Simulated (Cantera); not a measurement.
## Thermodynamics of silicon etching in halogen gases, feed Si + HBr + N2

A closed system holds: 1 mol Si, 15 mol HBr, 0.31 mol N2, at 48.0 mbar.

These are equilibrium values from Cantera (NASA tables, ideal gas, pure condensed phases), not measurements of a reactor. Candidate condensed phases: Br2, Si, Si3N4; 28 gas species. The tables' values for SiBr3 are old estimates; treat these amounts as uncertain. Kinetics and transport are ignored.

| T (°C) | x HBr | x H2 | x SiBr4 | x N2 | x SiBr2 | x Br |
|---|---|---|---|---|---|---|
| 977 | 0.768 | 0.139 | 0.0678 | 0.0216 | 0.000748 | 0.00142 |
| 1002 | 0.769 | 0.138 | 0.0668 | 0.0216 | 0.00123 | 0.00190 |
| 1027 | 0.769 | 0.137 | 0.0655 | 0.0216 | 0.00198 | 0.00252 |
| 1052 | 0.770 | 0.136 | 0.0637 | 0.0215 | 0.00307 | 0.00331 |
| 1077 | 0.770 | 0.134 | 0.0614 | 0.0215 | 0.00462 | 0.00431 |
| 1102 | 0.772 | 0.132 | 0.0584 | 0.0214 | 0.00671 | 0.00559 |
| 1127 | 0.773 | 0.129 | 0.0547 | 0.0213 | 0.00940 | 0.00719 |
| 1152 | 0.775 | 0.126 | 0.0503 | 0.0212 | 0.0127 | 0.00920 |
| 1177 | 0.776 | 0.122 | 0.0455 | 0.0211 | 0.0165 | 0.0117 |
x: gas mole fraction; nothing condenses.

From 977 °C to 1177 °C nothing is condensed. The main Si-bearing gas is SiBr4 throughout.
